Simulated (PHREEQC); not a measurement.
Solution (25 °C): 0.0022 mol/kgw HF, 0.0042 mol/kgw NaF, 0.019 mol/kgw H2SiF6 and 0.11 mol/kgw HCl. Closed to the air; pH follows from the charge balance.

Equilibrium calculation in PHREEQC: ion-association model, phreeqc.dat.

| quantity | before | after |
|---|---|---|
| pH | 0.94 | 0.93 |
| ionic strength (mol/kgw) | 0.165 | 0.164 |
| SiF6-2 (mol/kgw) | 0.0185 | 0.0180 |
| HF (mol/kgw) | 0.00962 | 0.00878 |
| H4SiO4 (mol/kgw) | 0.000552 | 0.000970 |
| F- (mol/kgw) | 8.03e-5 | 7.19e-5 |
| SI of Chalcedony (SiO2) | +0.31 | +0.56 |

Name the change that produced these shifts.
A) H2SiF6 from 0.019 to 0.0171 mol/kgw
B) NaF from 0.0042 to 0.00084 mol/kgw
C) HF from 0.0022 to 0.011 mol/kgw
D) diluted 10-fold with water

B, NaF from 0.0042 to 0.00084 mol/kgw

This is a speciation only: nothing precipitates in the calculation. Some of these states are supersaturated (in Quartz (slow to form), Chalcedony (slow to form), for instance). SiF6-2 is the database's only silicon fluoride.
